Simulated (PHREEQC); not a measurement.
Consider water at 41 °C with 6.4 mmol/kgw NaHCO3, 2.4 mmol/kgw NH3 and 0.55 mmol/kgw KCl. Closed to the air; pH follows from the charge balance.

Model: ion-association model, phreeqc.dat, run in PHREEQC.

This is a speciation only: nothing precipitates in the calculation.

Question: Order these C species by the share of C that they hold, largest first: NaHCO3, CO3-2, HCO3-, NaCO3-, CO2.

Answer: HCO3- (88 %), CO3-2 (9.9 %), NaCO3- (1.7 %), NaHCO3 (0.24 %), CO2 (0.11 %)

The pH is 9.14 and the ionic strength 0.00824 mol/kgw. Away from 25 °C the constants follow the database's enthalpies or fits; those with neither stay at their 25 °C values.
